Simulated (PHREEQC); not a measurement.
# Arsenic or selenium liquor

Make-up at 71 °C: 1.7 mmol/kgw Na2SeO4 and 28 mmol/kgw CaCl2. Closed to the air; pH follows from the charge balance.

The numbers come from PHREEQC with the ion-association model, wateq4f.dat.

Precipitation was switched off in this run.

### Question
Predict the pH.

### Answer
pH 6.39.

Away from 25 °C the constants follow the database's enthalpies or fits; those with neither stay at their 25 °C values.
